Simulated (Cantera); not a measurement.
# Catalytic stagnation flow on Pt

A jet of 8.52 % CH4, 6.26 % O2, 85.2 % N2, equivalence ratio 2.7 at 300 K and 128 Torr hits a platinum plate 5.3 cm away at a mass flux of 0.096 kg/m²/s; the plate temperature is set and raised in steps from an oxygen-covered start.

Detailed kinetics in Cantera: Deutschmann's 1995 Pt surface mechanism with GRI-Mech 3.0 gas chemistry. Catalytic surfaces can have several steady states; this one follows from the mechanism file's or the stated starting coverage.

| plate T (K) | wall x CH4 | wall x O2 | wall x H2O | wall x OH | wall x CO | wall x CO2 | θ free Pt | θ H* | θ CO* | θ C* |
|---|---|---|---|---|---|---|---|---|---|---|
| 850 | 0.0537 | 0.0140 | 0.0555 | <1e-8 | 0.0330 | 2.30e-5 | 0.173 | 0.000981 | 0.158 | 0.667 |
| 900 | 0.0507 | 0.0129 | 0.0543 | <1e-8 | 0.0361 | 1.47e-5 | 0.188 | 0.00150 | 0.0736 | 0.737 |
| 950 | 0.0449 | 0.0109 | 0.0522 | <1e-8 | 0.0421 | 1.41e-5 | 0.215 | 0.00193 | 0.0451 | 0.738 |
| 1000 | 0.0361 | 0.00823 | 0.0485 | <1e-8 | 0.0510 | 1.84e-5 | 0.261 | 0.00234 | 0.0354 | 0.701 |
| 1050 | 0.0230 | 0.00495 | 0.0419 | <1e-8 | 0.0642 | 3.83e-5 | 0.356 | 0.00293 | 0.0395 | 0.602 |
| 1100 | 0.00727 | 0.00161 | 0.0327 | <1e-8 | 0.0799 | 0.000305 | 0.658 | 0.00407 | 0.0851 | 0.253 |
x: mole fraction at the wall; θ: surface coverage.
